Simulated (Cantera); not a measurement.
Cantera run, input and output.

```python
import numpy as np
import cantera as ct

surf = ct.Interface("ptcombust.yaml", "Pt_surf")
gas = surf.adjacent["gas"]
gas.TPX = 300, 3900, {'CH4': 0.084, 'O2': 0.1, 'N2': 0.79}
jet = ct.ImpingingJet(gas=gas, width=0.028, surface=surf)
jet.inlet.mdot, jet.inlet.T, jet.inlet.X = 0.025, 300, {'CH4': 0.084, 'O2': 0.1, 'N2': 0.79}
jet.set_refine_criteria(ratio=10, slope=0.2, curve=0.3)
show, cover = ['CH4', 'O2', 'H2O', 'OH', 'CO', 'CO2'], ["PT(S)", "H(S)", "O(S)", "OH(S)", "CO(S)", "C(S)"]

rows = []
print(f"{'Ts/K':>7s}" + "".join(f"{s:>11s}" for s in show + cover) + "   (gas at the wall, coverages)")
for i, Ts in enumerate([850, 900, 950, 1000, 1050, 1100, 1150, 1200]):
    jet.surface.T = Ts
    if i == 0:
        surf.TP = Ts, 3900
        surf.coverages = "PT(S):0.5, O(S):0.5"
        surf.advance_coverages(1.0)
        jet.set_initial_guess(products="inlet")
    jet.solve(loglevel=0, auto=(i == 0))
    rows.append([*(jet.X[gas.species_index(s), -1] for s in show), *surf[cover].coverages])
    print(f"{Ts:7g}" + "".join(f"{x:11.3e}" for x in rows[-1]))
```

Result:

```
   Ts/K        CH4         O2        H2O         OH         CO        CO2      PT(S)       H(S)       O(S)      OH(S)      CO(S)       C(S)   (gas at the wall, coverages)
    850  2.933e-02  1.087e-02  1.039e-01  6.772e-11  5.621e-02  3.472e-03  4.880e-01  1.304e-04  9.084e-06  1.270e-05  4.875e-01  2.430e-02
    900  2.605e-02  9.771e-03  1.047e-01  4.812e-11  6.229e-02  2.619e-04  5.353e-01  8.983e-04  6.300e-07  2.111e-06  2.355e-01  2.283e-01
    950  2.006e-02  7.572e-03  1.025e-01  1.290e-10  6.835e-02  2.524e-04  6.352e-01  1.460e-03  4.735e-07  1.679e-06  1.464e-01  2.170e-01
   1000  1.392e-02  5.369e-03  1.000e-01  4.473e-10  7.430e-02  5.463e-04  7.864e-01  1.720e-03  7.292e-07  2.063e-06  1.073e-01  1.046e-01
   1050  1.112e-02  4.434e-03  9.819e-02  1.647e-09  7.646e-02  1.323e-03  8.943e-01  1.648e-03  1.548e-06  2.789e-06  6.792e-02  3.608e-02
   1100  1.019e-02  4.179e-03  9.654e-02  5.597e-09  7.620e-02  2.716e-03  9.473e-01  1.467e-03  3.268e-06  3.596e-06  3.861e-02  1.261e-02
   1150  9.935e-03  4.173e-03  9.459e-02  1.708e-08  7.465e-02  4.838e-03  9.724e-01  1.289e-03  6.414e-06  4.408e-06  2.146e-02  4.827e-03
   1200  9.945e-03  4.266e-03  9.215e-02  4.640e-08  7.214e-02  7.743e-03  9.848e-01  1.140e-03  1.166e-05  5.192e-06  1.205e-02  2.034e-03
```

Detailed kinetics in Cantera: Deutschmann's 1995 Pt surface mechanism with GRI-Mech 3.0 gas chemistry. Catalytic surfaces can have several steady states; this one follows from the mechanism file's or the stated starting coverage.
